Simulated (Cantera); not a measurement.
**Adiabatic ignition**

An adiabatic, constant-pressure homogeneous reactor starts with CH₄ : O₂ : N₂ = 1 : 1.18 : 7.18 (molar parts), at 1050 K and 3.20 bar.

Detailed kinetics in Cantera: GRI-Mech 3.0 (53 species, 325 reactions).

```csv
t (s),T (K),x CH₄,x O₂,x H₂,x CO,x H,x C₂H₂,x C₂H
1.00e-6,1050,0.107,0.126,<1e-12,<1e-12,<1e-12,<1e-12,<1e-12
2.40e-6,1050,0.107,0.126,<1e-12,<1e-12,<1e-12,<1e-12,<1e-12
5.75e-6,1050,0.107,0.126,<1e-12,<1e-12,<1e-12,<1e-12,<1e-12
1.38e-5,1050,0.107,0.126,<1e-12,<1e-12,<1e-12,<1e-12,<1e-12
3.31e-5,1050,0.107,0.126,2.78e-12,<1e-12,<1e-12,<1e-12,<1e-12
7.94e-5,1050,0.107,0.126,1.20e-11,<1e-12,<1e-12,<1e-12,<1e-12
0.000190,1050,0.107,0.126,6.37e-11,<1e-12,<1e-12,<1e-12,<1e-12
0.000457,1050,0.107,0.126,4.09e-10,2.21e-12,1.79e-12,<1e-12,<1e-12
0.00110,1050,0.107,0.126,3.31e-9,3.76e-11,6.83e-12,<1e-12,<1e-12
0.00263,1050,0.107,0.126,3.27e-8,8.35e-10,2.86e-11,<1e-12,<1e-12
0.00630,1050,0.107,0.126,2.29e-7,1.84e-8,5.77e-11,<1e-12,<1e-12
0.0151,1050,0.107,0.126,8.88e-7,2.08e-7,7.58e-11,<1e-12,<1e-12
0.0362,1050,0.107,0.126,3.30e-6,1.76e-6,1.31e-10,4.77e-12,<1e-12
0.0869,1051,0.107,0.126,1.69e-5,1.64e-5,3.85e-10,9.26e-11,<1e-12
0.208,1058,0.105,0.125,0.000241,0.000349,4.59e-9,1.04e-8,<1e-12
0.500,2036,1.44e-10,7.90e-8,0.0843,0.0766,0.000338,<1e-12,<1e-12
```
x: mole fraction; the columns are a selection and need not sum to one.

```json
{
 "time_of_steepest_temperature_rise": "0.279 s",
 "temperature at 0.500 s": "2036 K",
 "equilibrium_temperature": "2036 K",
 "x(CH₄) at 0.500 s": "1.44e-10 (gas-phase equilibrium 1.63e-10)",
 "x(O₂) at 0.500 s": "7.90e-8 (gas-phase equilibrium 7.91e-8)",
 "x(H₂) at 0.500 s": "0.0843 (gas-phase equilibrium 0.0843)"
}
```
